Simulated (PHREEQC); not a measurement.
Solution (25 °C): 40 mmol/kgw FeSO4, 5.3 mmol/kgw CaCl2 and 5.4 mmol/kgw NaCl. Closed to the air; pH follows from the charge balance.

Equilibrium calculation in PHREEQC: ion-association model, wateq4f.dat.

### Question
The ionic strength comes out as 0.116 mol/kgw. What activity coefficients do HSO4-, Fe+2, H+, FeOH+, Ca+2 get?

### Answer
HSO4- 0.77, Fe+2 0.38, H+ 0.82, FeOH+ 0.77, Ca+2 0.37.

No solid was allowed to form.
